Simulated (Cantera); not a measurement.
**Adiabatic ignition**

An adiabatic, constant-pressure homogeneous reactor starts with CH₄ : O₂ : N₂ = 1 : 0.87 : 3.83 (molar parts), equivalence ratio 2.3, at 1625 K and 10.0 bar.

Cantera simulation using GRI-Mech 3.0 (53 species, 325 reactions); the numbers are that mechanism's predictions, not measurements.

```json
[
 {"t (s)": "4.00e-6", "T (K)": "1625", "x CH₄": "0.175", "x O₂": "0.153", "x C₂H₄": "2.41e-7", "x NO": "<1e-12", "x CH₃": "7.67e-5", "x CH₂": "2.80e-10"},
 {"t (s)": "1.39e-5", "T (K)": "1626", "x CH₄": "0.175", "x O₂": "0.152", "x C₂H₄": "1.45e-5", "x NO": "1.27e-12", "x CH₃": "0.000259", "x CH₂": "2.99e-9"},
 {"t (s)": "4.80e-5", "T (K)": "1641", "x CH₄": "0.169", "x O₂": "0.149", "x C₂H₄": "0.000346", "x NO": "1.75e-11", "x CH₃": "0.000519", "x CH₂": "1.80e-8"},
 {"t (s)": "0.000167", "T (K)": "2455", "x CH₄": "0.00165", "x O₂": "7.29e-7", "x C₂H₄": "1.50e-5", "x NO": "5.84e-5", "x CH₃": "0.000454", "x CH₂": "1.22e-5"},
 {"t (s)": "0.000577", "T (K)": "2439", "x CH₄": "7.38e-6", "x O₂": "4.82e-7", "x C₂H₄": "1.11e-8", "x NO": "0.000169", "x CH₃": "1.83e-6", "x CH₂": "3.95e-8"},
 {"t (s)": "0.00200", "T (K)": "2440", "x CH₄": "4.51e-9", "x O₂": "4.90e-7", "x C₂H₄": "<1e-12", "x NO": "7.78e-5", "x CH₃": "1.13e-9", "x CH₂": "2.53e-11"},
 {"t (s)": "0.00693", "T (K)": "2440", "x CH₄": "4.20e-9", "x O₂": "4.92e-7", "x C₂H₄": "<1e-12", "x NO": "3.24e-5", "x CH₃": "1.06e-9", "x CH₂": "2.35e-11"},
 {"t (s)": "0.0240", "T (K)": "2440", "x CH₄": "4.18e-9", "x O₂": "4.92e-7", "x C₂H₄": "<1e-12", "x NO": "2.68e-5", "x CH₃": "1.05e-9", "x CH₂": "2.34e-11"},
 {"t (s)": "0.0833", "T (K)": "2440", "x CH₄": "4.18e-9", "x O₂": "4.92e-7", "x C₂H₄": "<1e-12", "x NO": "2.68e-5", "x CH₃": "1.05e-9", "x CH₂": "2.34e-11"},
 {"t (s)": "0.289", "T (K)": "2440", "x CH₄": "4.18e-9", "x O₂": "4.92e-7", "x C₂H₄": "<1e-12", "x NO": "2.68e-5", "x CH₃": "1.05e-9", "x CH₂": "2.34e-11"},
 {"t (s)": "1.00", "T (K)": "2440", "x CH₄": "4.18e-9", "x O₂": "4.92e-7", "x C₂H₄": "<1e-12", "x NO": "2.68e-5", "x CH₃": "1.05e-9", "x CH₂": "2.34e-11"}
]
```
x: mole fraction; the columns are a selection and need not sum to one.

```json
{
 "time_of_steepest_temperature_rise": "0.101 ms",
 "temperature at 1.00 s": "2440 K",
 "equilibrium_temperature": "2440 K",
 "x(CH₄) at 1.00 s": "4.18e-9 (gas-phase equilibrium 4.72e-9)",
 "x(O₂) at 1.00 s": "4.92e-7 (gas-phase equilibrium 4.92e-7)",
 "x(C₂H₄) at 1.00 s": "<1e-12 (gas-phase equilibrium <1e-12)"
}
```
